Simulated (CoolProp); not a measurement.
A simple Rankine cycle with propylene: condensing at 312.15 K, boiler at 3.35 MPa, turbine inlet 349.5 K, turbine efficiency 0.8, pump efficiency 0.6, no recuperator. Each further row changes one setting.

Model: reference Helmholtz-energy equation of state, Lemmon 2013, in CoolProp.

```tsv
case	thermal efficiency (%)	net work (kJ/kg)	heat in (kJ/kg)	turbine exit temperature (K)	volume ratio over the turbine
as stated	6.0	18.6	311	312.1	2.32
turbine inlet 369.5 K	6.5	24.3	372	332.1	2.17
condensing temperature 304.15 K	7.3	24.4	333	304.1	2.82
boiler pressure 2.34 MPa	3.6	13.1	360	331.5	1.47
turbine efficiency 0.7	5.0	15.6	311	312.1	2.34
```

The expansion ends wet for: as stated; condensing temperature 304.15 K; turbine efficiency 0.7.
